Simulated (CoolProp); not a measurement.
Saturation properties of n-hexane.

The numbers come from the reference Helmholtz-energy equation of state, Thol 2019 in CoolProp.

| T (°C) | p (kPa) | liquid density (kg/m³) | enthalpy of vaporisation (kJ/kg) | liquid cp (kJ/(kg K)) | surface tension (mN/m) |
|---|---|---|---|---|---|
| -31.95 | 0.8296 | 704.8 | 403.7 | 2.073 | 24.0 |
| -26.25 | 1.237 | 699.9 | 400.0 | 2.089 | 23.4 |
| -20.45 | 1.816 | 694.9 | 396.2 | 2.107 | 22.7 |
| -14.75 | 2.598 | 690.0 | 392.4 | 2.125 | 22.1 |
| -9.05 | 3.648 | 685.0 | 388.7 | 2.144 | 21.5 |
| -3.25 | 5.063 | 680.0 | 384.9 | 2.164 | 20.9 |
| 2.45 | 6.877 | 674.9 | 381.2 | 2.184 | 20.3 |
| 8.25 | 9.250 | 669.8 | 377.3 | 2.206 | 19.6 |
| 13.95 | 12.21 | 664.7 | 373.6 | 2.228 | 19.0 |
| 19.75 | 15.98 | 659.5 | 369.7 | 2.251 | 18.4 |
| 25.45 | 20.56 | 654.4 | 365.9 | 2.275 | 17.8 |
| 31.15 | 26.17 | 649.1 | 362.0 | 2.299 | 17.2 |

It boils at 68.7 °C under 1 atm.

Surface tension comes from a separate correlation (Mulero 2012).
